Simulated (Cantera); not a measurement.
A Cantera script and what it prints.

```python
import numpy as np
import cantera as ct

gas_names = """
    H HO2 H2 H2O H2O2 O OH O2 O3 Ta TaO TaO2
""".split()
cond_names = """
    H2O(s) H2O(L) Ta(cr) Ta(L) Ta2O5(s) Ta2O5(L)
""".split()


# ... load() reads the species with a 1 bar reference pressure and builds the phases ...
atoms = {
    'Ta2O5': {'Ta': 2, 'O': 5},
    'H2': {'H': 2},
}
top_T = {}  # K; cautious upper limits of use, not melting points


# ... equilibrate(T, P, feed) seeds the gas with the atoms and calls Mixture.equilibrate('TP', solver="vcs", rtol=1e-11, max_steps=5000) ...
results = []
feed = {'Ta2O5': 1, 'H2': 250}  # mol
P = 133.322  # Pa
for T in [800, 900, 1000, 1100, 1200, 1300, 1400, 1500, 1600, 1700, 1800, 1900, 2000, 2100]:
    mix = equilibrate(T, P, feed)
    results.append((T, P, feed, dict(zip(mix.species_names, mix.species_moles))))

top = {s: max(r[3][s] / sum(r[3][g] for g in gas_names) for r in results) for s in gas_names}
cols = sorted((s for s in top if top[s] > 1e-05), key=lambda s: -top[s])[:8]
seen = [c for c in cond_names if any(r[3].get(c, 0) > 1e-12 for r in results)]
print("log10 of partial pressures in bar; condensed amounts in mol")
print(f"{'T/K':>10s}" + "".join(f"{s[:9]:>10s}" for s in cols + seen))
for T, P, feed, n in results:
    ng = sum(n[g] for g in gas_names)
    print(f"{T:10.4g}" + "".join(f"{np.log10(max(n[s] / ng * P / 1e5, 1e-99)):10.3f}" for s in cols)
          + "".join(f"{n.get(c, 0):10.4g}" for c in seen))
```

It prints:

```
log10 of partial pressures in bar; condensed amounts in mol
       T/K        H2         H      TaO2       H2O       TaO        OH    Ta(cr)  Ta2O5(s)  Ta2O5(L)
       800    -2.875   -12.976   -29.424   -11.659   -29.732   -25.254 1.644e-07         1         0
       900    -2.875   -11.370   -25.018   -10.503   -25.423   -22.026 2.354e-06         1         0
      1000    -2.875   -10.082   -21.505    -9.587   -21.985   -19.449 1.941e-05         1         0
      1100    -2.875    -9.025   -18.642    -8.844   -19.180   -17.345 0.0001073    0.9999         0
      1200    -2.875    -8.142   -16.266    -8.231   -16.848   -15.596 0.0004409    0.9998         0
      1300    -2.875    -7.394   -14.263    -7.716   -14.881   -14.119  0.001443    0.9993         0
      1400    -2.875    -6.751   -12.554    -7.278   -13.199   -12.856  0.003951     0.998         0
      1500    -2.875    -6.192   -11.078    -6.902   -11.745   -11.763  0.009393    0.9953         0
      1600    -2.876    -5.703    -9.793    -6.576   -10.477   -10.810   0.01991      0.99         0
      1700    -2.877    -5.270    -8.664    -6.291    -9.361    -9.971    0.0383    0.9806         0
      1800    -2.880    -4.886    -7.665    -6.042    -8.371    -9.228   0.06723    0.9639         0
      1900    -2.885    -4.543    -6.775    -5.823    -7.489    -8.566    0.1042    0.9289         0
      2000    -2.896    -4.237    -5.978    -5.633    -6.696    -7.975     0.116    0.8218         0
      2100    -2.915    -3.964    -5.310    -5.434    -6.070    -7.407         0         0    0.4361
```

These are equilibrium values from Cantera (NASA tables, ideal gas, pure condensed phases), not measurements of a reactor. Mutual solubility and eutectic melting of coexisting phases are not modelled. Condensed phases not in the tables: N, O or C dissolved in the metal.
